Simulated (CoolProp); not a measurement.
Vapour-liquid equilibrium of propylene (1) + R115 (2) at 180.3 K; x and y are mole fractions of (1).

Computed with CoolProp (multi-fluid Helmholtz-energy mixture model, Lemmon 2013 and Lemmon 2016; pair parameters Bell 2016).

```json
[
 {"x": "0.05", "bubble pressure, mixture model (MPa)": "0.004782", "bubble pressure, Raoult's law (MPa)": "0.004051", "y, mixture model": "0.225", "y, Raoult's law": "0.087"},
 {"x": "0.125", "bubble pressure, mixture model (MPa)": "0.005889", "bubble pressure, Raoult's law (MPa)": "0.004291", "y, mixture model": "0.414", "y, Raoult's law": "0.207"},
 {"x": "0.2", "bubble pressure, mixture model (MPa)": "0.006722", "bubble pressure, Raoult's law (MPa)": "0.004530", "y, mixture model": "0.520", "y, Raoult's law": "0.313"},
 {"x": "0.275", "bubble pressure, mixture model (MPa)": "0.007312", "bubble pressure, Raoult's law (MPa)": "0.004770", "y, mixture model": "0.585", "y, Raoult's law": "0.409"},
 {"x": "0.35", "bubble pressure, mixture model (MPa)": "0.007705", "bubble pressure, Raoult's law (MPa)": "0.005010", "y, mixture model": "0.627", "y, Raoult's law": "0.495"},
 {"x": "0.425", "bubble pressure, mixture model (MPa)": "0.007952", "bubble pressure, Raoult's law (MPa)": "0.005250", "y, mixture model": "0.655", "y, Raoult's law": "0.574"},
 {"x": "0.5", "bubble pressure, mixture model (MPa)": "0.008100", "bubble pressure, Raoult's law (MPa)": "0.005490", "y, mixture model": "0.675", "y, Raoult's law": "0.646"},
 {"x": "0.575", "bubble pressure, mixture model (MPa)": "0.008186", "bubble pressure, Raoult's law (MPa)": "0.005729", "y, mixture model": "0.691", "y, Raoult's law": "0.711"},
 {"x": "0.65", "bubble pressure, mixture model (MPa)": "0.008234", "bubble pressure, Raoult's law (MPa)": "0.005969", "y, mixture model": "0.705", "y, Raoult's law": "0.772"},
 {"x": "0.725", "bubble pressure, mixture model (MPa)": "0.008251", "bubble pressure, Raoult's law (MPa)": "0.006209", "y, mixture model": "0.723", "y, Raoult's law": "0.828"},
 {"x": "0.8", "bubble pressure, mixture model (MPa)": "0.008218", "bubble pressure, Raoult's law (MPa)": "0.006449", "y, mixture model": "0.749", "y, Raoult's law": "0.879"},
 {"x": "0.875", "bubble pressure, mixture model (MPa)": "0.008068", "bubble pressure, Raoult's law (MPa)": "0.006689", "y, mixture model": "0.795", "y, Raoult's law": "0.927"},
 {"x": "0.95", "bubble pressure, mixture model (MPa)": "0.007654", "bubble pressure, Raoult's law (MPa)": "0.006928", "y, mixture model": "0.885", "y, Raoult's law": "0.972"}
]
```

The largest gap from Raoult's law is +53.8 % in bubble pressure, at x = 0.35. y crosses x between x = 0.65 and 0.725: the model has an azeotrope there.

Pair parameters are fitted to limited data, so mixtures are less certain than the pure fluids. With so large a gap from Raoult's law the liquid may split in two, which this calculation doesn't test in full.
